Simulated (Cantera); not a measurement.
**Catalytic stagnation flow on Pt**

A jet of CH4 : O2 : N2 = 0.012 : 0.14 : 0.79 (molar parts), equivalence ratio 0.17 at 300 K and 0.0533 atm hits a platinum plate 2.1 cm away at a mass flux of 0.051 kg/m²/s; the plate temperature is set and raised in steps from an oxygen-covered start.

Detailed kinetics in Cantera: Deutschmann's 1995 Pt surface mechanism with GRI-Mech 3.0 gas chemistry. Catalytic surfaces can have several steady states; this one follows from the mechanism file's or the stated starting coverage.

| plate T (K) | wall x CH4 | wall x O2 | wall x H2O | wall x OH | wall x CO | wall x CO2 | θ free Pt | θ O* |
|---|---|---|---|---|---|---|---|---|
| 850 | 0.0115 | 0.146 | 0.00236 | <1e-8 | 3.10e-6 | 0.00154 | 0.149 | 0.851 |
| 900 | 0.0103 | 0.143 | 0.00455 | 1.75e-8 | 3.99e-6 | 0.00298 | 0.211 | 0.788 |
| 950 | 0.00890 | 0.140 | 0.00714 | 6.01e-8 | 4.78e-6 | 0.00468 | 0.278 | 0.721 |
| 1000 | 0.00751 | 0.138 | 0.00969 | 1.73e-7 | 5.44e-6 | 0.00636 | 0.348 | 0.652 |
| 1050 | 0.00630 | 0.135 | 0.0119 | 4.35e-7 | 6.07e-6 | 0.00783 | 0.417 | 0.583 |
x: mole fraction at the wall; θ: surface coverage.
